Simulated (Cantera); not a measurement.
**Adiabatic ignition**

An adiabatic, constant-volume homogeneous reactor starts with 16.8 % CH3OH, 10.5 % O2, 57.7 % N2, 15.1 % H2O, equivalence ratio 2.4, at 1625 K and 500000 Pa.

Cantera simulation using GRI-Mech 3.0 (53 species, 325 reactions); the numbers are that mechanism's predictions, not measurements. GRI-Mech 3.0 was tuned for natural gas; its chemistry of methanol as a main component is partial and can be far from experiment.

```
t (s)     T (K)  P (bar)   x CH3OH     x O2  x H2O      x H2     x CH2
--------  -----  -------  --------  -------  -----  --------  --------
1.00e-6    1625     5.00     0.167    0.104  0.151  0.000268   1.10e-6
2.85e-6    1625     5.01     0.164    0.103  0.152   0.00156   1.09e-6
8.11e-6    1707     5.51     0.110   0.0804  0.174    0.0306   2.79e-6
2.31e-5    2541     9.67  2.46e-12  7.57e-5  0.257     0.132  6.95e-12
6.58e-5    2566     9.75  2.46e-12  2.65e-5  0.258     0.133  5.66e-12
0.000187   2567     9.75  2.46e-12  2.61e-5  0.258     0.133  5.65e-12
0.000534   2566     9.74  2.46e-12  2.60e-5  0.258     0.133  5.65e-12
0.00152    2566     9.74  2.47e-12  2.59e-5  0.258     0.133  5.65e-12
0.00433    2565     9.74  2.47e-12  2.57e-5  0.258     0.133  5.65e-12
0.0123     2565     9.74  2.47e-12  2.57e-5  0.258     0.133  5.65e-12
0.0351     2565     9.74  2.47e-12  2.57e-5  0.258     0.133  5.65e-12
0.100      2565     9.74  2.47e-12  2.57e-5  0.258     0.133  5.65e-12
```
x: mole fraction; the columns are a selection and need not sum to one.

time of steepest temperature rise: 10.0 µs
temperature at 0.100 s: 2565 K
equilibrium temperature: 2565 K
x(CH3OH) at 0.100 s: 2.47e-12 (gas-phase equilibrium 2.54e-12)
x(O2) at 0.100 s: 2.57e-5 (gas-phase equilibrium 2.57e-5)
x(H2O) at 0.100 s: 0.258 (gas-phase equilibrium 0.258)
